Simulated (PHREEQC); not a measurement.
1 kg of water holding 0.31 mol Na2SO4, 0.0074 mol NaHCO3, 0.055 mol NaCl, 0.0067 mol Na2CO3 and 0.0032 mol KCl is evaporated at 30 °C; the solids stay in contact with the brine. No CO2 enters from the air. Only these solids could form: Arcanite, Burkeite, Glaserite, Halite, Kalicinite, Mirabilite, Misenite, Nahcolite, Natron, Sylvite, Thenardite, Trona.

All values are PHREEQC results (Pitzer model, pitzer.dat), not measurements.

```tsv
water left (kg)	ionic strength	water activity	Thenardite (mol)	Mirabilite (mol)	Halite (mol)	Trona (mol)	Nahcolite (mol)	pH
1	1.02	0.986	0	0	0	0	0	9.58
0.6755	1.50	0.980	0	0	0	0	0	9.52
0.375	2.71	___	0	0	0	0	0	9.43
0.2533	4.01	___	0	0	0	0	0	9.38
0.1407	7.22	0.906	0	0	0	0	0	___
0.07586	9.18	___	0	0.106	0	0	0	9.29
0.05276	9.76	0.849	0.167	0	0	0	0	9.27
0.03564	9.39	0.837	___	0	0	0	0	9.23
0.01979	___	___	0.280	0	0	0	0.000738	9.18
0.01335	8.65	0.759	0.298	0	0	0.000643	0.00371	___
0.007278	8.63	0.730	0.305	0	0.0192	0.00415	0.00194	9.35
0.004833	8.78	0.727	0.307	0	0.0319	0.00503	0.00149	9.36
```

Q: Complete the blanks.

A: 
- 0.375, water activity: 0.965
- 0.2533, water activity: 0.949
- 0.1407, pH: 9.31
- 0.07586, water activity: 0.869
- 0.03564, Thenardite (mol): 0.227
- 0.01979, ionic strength: 8.84
- 0.01979, water activity: 0.800
- 0.01335, pH: 9.40
